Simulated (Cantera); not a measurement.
Cantera run:

```python
import numpy as np
import cantera as ct

gas_names = """
    CL CLO CL2 H HCL HOCL HO2 H2 H2O H2O2 Mg MgCL MgCL2 MgH MgO MgOH MgO2H2 Mg2 O OH O2 O3
""".split()
cond_names = """
    H2O(s) H2O(L) Mg(cr) Mg(L) MgCL2(s) MgCL2(L) MgO(s) MgO(L) MgO2H2(s)
""".split()


# ... load() reads the species with a 1 bar reference pressure and builds the phases ...
atoms = {
    'MgO': {'Mg': 1, 'O': 1},
    'HCl': {'H': 1, 'CL': 1},
    'O2': {'O': 2},
    'Cl2': {'CL': 2},
}
top_T = {}  # K; cautious upper limits of use, not melting points


# ... equilibrate(T, P, feed) seeds the gas with the atoms and calls Mixture.equilibrate('TP', solver="vcs", rtol=1e-11, max_steps=5000) ...
results = []
feed = {'MgO': 1, 'HCl': 5, 'O2': 0.32, 'Cl2': 3.6}  # mol
P = 10  # Pa
for T in [1448, 1498, 1548, 1598, 1648, 1698, 1748]:
    mix = equilibrate(T, P, feed)
    results.append((T, P, feed, dict(zip(mix.species_names, mix.species_moles))))

top = {s: max(r[3][s] / sum(r[3][g] for g in gas_names) for r in results) for s in gas_names}
cols = sorted((s for s in top if top[s] > 1e-06), key=lambda s: -top[s])[:9]
seen = [c for c in cond_names if any(r[3].get(c, 0) > 1e-12 for r in results)]
print("log10 of partial pressures in bar; condensed amounts in mol")
print(f"{'T/K':>10s}" + "".join(f"{s[:9]:>10s}" for s in cols + seen))
for T, P, feed, n in results:
    ng = sum(n[g] for g in gas_names)
    print(f"{T:10.4g}" + "".join(f"{np.log10(max(n[s] / ng * P / 1e5, 1e-99)):10.3f}" for s in cols)
          + "".join(f"{n.get(c, 0):10.4g}" for c in seen))
```

It prints:

```
log10 of partial pressures in bar; condensed amounts in mol
       T/K        CL       HCL     MgCL2        O2       H2O       CL2         O        OH         H
      1448    -4.378    -4.380    -5.076    -5.167    -6.801    -5.974    -8.293    -8.333   -10.162
      1498    -4.368    -4.384    -5.078    -5.173    -6.601    -6.258    -7.990    -8.039    -9.640
      1548    -4.362    -4.389    -5.080    -5.180    -6.410    -6.528    -7.707    -7.761    -9.148
      1598    -4.356    -4.394    -5.081    -5.188    -6.234    -6.783    -7.443    -7.503    -8.688
      1648    -4.350    -4.401    -5.082    -5.200    -6.074    -7.022    -7.196    -7.265    -8.258
      1698    -4.344    -4.410    -5.083    -5.215    -5.933    -7.245    -6.966    -7.046    -7.856
      1748    -4.336    -4.422    -5.084    -5.235    -5.810    -7.453    -6.752    -6.846    -7.480
```

Equilibrium computed with Cantera from the NASA thermochemical tables; the gas is ideal and each condensed phase is pure.
